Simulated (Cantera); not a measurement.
**Equilibrium for fluorocarbon and chlorocarbon gases: CCl₄ + CH₄**

Charge: 1 mol CCl₄, 0.27 mol CH₄, held at 1073 K.

Cantera equilibrium calculation (NASA polynomials, part measured and part estimated; ideal gas, pure solids and liquids). Candidate condensed phases: C, C₆H₆, C₇H₈, C₈H₁₈; 91 gas species. Gases not in the tables: chlorinated aromatics. Rates play no part.

From 1.00 Pa to 1.00 bar the condensed part is C(graphite).

| P (Pa) | x Cl₂ | x HCl | x Cl | x CCl₄ | x C₂Cl₄ | x CCl₃ | n C(graphite) |
|---|---|---|---|---|---|---|---|
| 1 | 0.404 | 0.379 | 0.216 | 5.40e-9 | 1.02e-11 | 7.87e-10 | 1.27 |
| 4.20 | 0.484 | 0.401 | 0.115 | 3.25e-8 | 6.13e-11 | 2.11e-9 | 1.27 |
| 18 | 0.529 | 0.413 | 0.0583 | 1.66e-7 | 3.14e-10 | 4.99e-9 | 1.27 |
| 75 | 0.552 | 0.419 | 0.0292 | 7.54e-7 | 1.42e-9 | 1.09e-8 | 1.27 |
| 320 | 0.564 | 0.422 | 0.0143 | 3.35e-6 | 6.33e-9 | 2.32e-8 | 1.27 |
| 1300 | 0.569 | 0.424 | 0.00712 | 1.39e-5 | 2.62e-8 | 4.74e-8 | 1.27 |
| 5600 | 0.572 | 0.424 | 0.00344 | 6.05e-5 | 1.14e-7 | 9.91e-8 | 1.27 |
| 24000 | 0.573 | 0.425 | 0.00166 | 0.000260 | 4.91e-7 | 2.06e-7 | 1.27 |
| 100000 | 0.573 | 0.425 | 0.000814 | 0.00108 | 2.04e-6 | 4.19e-7 | 1.27 |
x: gas mole fraction; n: condensed amount in mol.
